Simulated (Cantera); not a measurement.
**Premixed flame**

A freely propagating, adiabatic, planar premixed flame of CO : H₂ : CH₄ : O₂ : N₂ = 1 : 0.14 : 0.46 : 1.24 : 4.67 (molar parts), unburnt at 575 K and 2.30 bar; mixture-averaged transport, grid criteria slope 0.08 and curve 0.16, no radiation.

Cantera simulation using GRI-Mech 3.0 (53 species, 325 reactions); the numbers are that mechanism's predictions, not measurements. Burning velocities carry a grid error of a few per cent, more on coarse grids.

| z (mm) | T (K) | u (m/s) | x CO | x H₂ | x CH₄ | x C₂H | x CH₂O | x HCN |
|---|---|---|---|---|---|---|---|---|
| -0.418 | 575 | 1.52 | 0.133 | 0.0187 | 0.0612 | <1e-8 | 1.32e-8 | <1e-8 |
| -0.278 | 576 | 1.52 | 0.133 | 0.0190 | 0.0612 | <1e-8 | 3.73e-7 | <1e-8 |
| -0.209 | 579 | 1.53 | 0.133 | 0.0194 | 0.0611 | <1e-8 | 2.57e-6 | <1e-8 |
| -0.139 | 601 | 1.59 | 0.133 | 0.0204 | 0.0601 | <1e-8 | 2.88e-5 | <1e-8 |
| -0.0696 | 876 | 2.33 | 0.133 | 0.0225 | 0.0492 | <1e-8 | 0.000425 | 1.53e-7 |
| -0.0348 | 1283 | 3.43 | 0.136 | 0.0238 | 0.0304 | <1e-8 | 0.000756 | 5.95e-7 |
| 0 | 1704 | 4.56 | 0.137 | 0.0225 | 0.00828 | 5.13e-8 | 0.000590 | 1.55e-6 |
| 0.0348 | 1903 | 5.07 | 0.123 | 0.0178 | 0.000716 | 5.24e-8 | 0.000107 | 1.56e-6 |
| 0.0696 | 1978 | 5.22 | 0.107 | 0.0156 | 3.08e-5 | <1e-8 | 5.98e-6 | 6.69e-7 |
| 0.139 | 2063 | 5.39 | 0.0895 | 0.0156 | 6.85e-8 | <1e-8 | 1.72e-8 | 8.40e-8 |
| 0.278 | 2158 | 5.59 | 0.0810 | 0.0153 | <1e-8 | <1e-8 | <1e-8 | <1e-8 |
| 0.557 | 2255 | 5.81 | 0.0764 | 0.0139 | <1e-8 | <1e-8 | <1e-8 | <1e-8 |
| 1.11 | 2340 | 5.99 | 0.0717 | 0.0124 | <1e-8 | <1e-8 | <1e-8 | <1e-8 |
x: mole fraction of selected species; z is measured from the peak of heat release.

The laminar burning velocity comes out as 152 cm/s. The thermal thickness comes out as 0.139 mm and the peak x(C₂H) is 8.75e-8. The peak x(CH₂O) comes out as 0.000787. The peak x(HCN) is 1.80e-6 and the grid points comes out as 143.
